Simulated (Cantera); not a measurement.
A closed system holds: 1 mol C3H6, 0.037 mol O2, 0.19 mol N2, 0.067 mol H2O, held at 525 K and 0.0100 bar.

These are equilibrium values from Cantera (NASA tables, ideal gas, pure condensed phases), not measurements of a reactor. Candidate condensed phases: C, C6H6, C7H8, C8H18, H2O; 136 gas species. Rates play no part.

Base state: CH4 0.594, H2 0.245, N2 0.0929, H2O 0.0676, CO2 0.000693, NH3 6.60e-5, CO 2.89e-5 (mole fractions); condensed: C(graphite).

What changes in the equilibrium state with this change: O2 from 0.037 to 0.71 mol?


| species | before | after |
|---|---|---|
| H2O | 0.0676 | 0.430 |
| CH4 | 0.594 | 0.272 |
| H2 | 0.245 | 0.166 |
| CO2 | 0.000693 | 0.0613 |
| N2 | 0.0929 | 0.0706 |
| CO | 2.89e-5 | 0.000272 |
| NH3 | 6.60e-5 | 3.21e-5 |
| C(graphite), mol | 1.78 | 2.10 |
